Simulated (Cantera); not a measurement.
Charge: 1 mol AlN, 11 mol HCl, at 1327 °C and 2.55 Torr.

Equilibrium computed with Cantera from the NASA thermochemical tables; the gas is ideal and each condensed phase is pure. Candidate condensed phases: Al, AlCl3, AlN, NH4Cl; 20 gas species. The tables' values for AlCl2 are old estimates; treat these amounts as uncertain. Rates play no part.

Base state: HCl 0.729, H2 0.133, AlCl3 0.0850, N2 0.0453, AlCl2 0.00433, Cl 0.00148, AlCl 0.00121, H 0.000340 (mole fractions); condensed: gas only.

Problem. What changes in the equilibrium state with this change: temperature from 1327 °C to 1527 °C?

Solution. 
```
species    before    after
-------  --------  -------
HCl         0.729    0.738
H2          0.133    0.117
AlCl3      0.0850   0.0610
AlCl2     0.00433   0.0155
AlCl      0.00121   0.0121
Cl        0.00148   0.0101
N2         0.0453   0.0443
H        0.000340  0.00210
```
